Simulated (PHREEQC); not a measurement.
Make-up at 65 °C: 0.0028 mol HCl, 0.00039 mol CuSO4 and 3.3e-05 mol CuCl2 per kg of water. Closed to the air; pH follows from the charge balance.

The numbers come from PHREEQC with the ion-association model, phreeqc.dat.

| quantity | before | after |
|---|---|---|
| pH | 2.60 | 2.90 |
| Cu+2 (mol/kgw) | 0.000396 | 0.000398 |
| SO4-2 (mol/kgw) | 0.000246 | 0.000292 |
| HSO4- (mol/kgw) | 0.000129 | 7.93e-5 |
| CuSO4 (mol/kgw) | 1.42e-5 | 1.85e-5 |

### Question
Name the change that produced these shifts.
(A) temperature from 65 to 35 °C
(B) CuCl2 from 3.3e-05 to 1.65e-05 mol/kgw
(C) HCl from 0.0028 to 0.0014 mol/kgw
(D) temperature from 65 to 90 °C
(E) CuSO4 replaced by CaSO4 at the same molality

### Answer
C, HCl from 0.0028 to 0.0014 mol/kgw

This is a speciation only: nothing precipitates in the calculation. Away from 25 °C the constants follow the database's enthalpies or fits; those with neither stay at their 25 °C values.
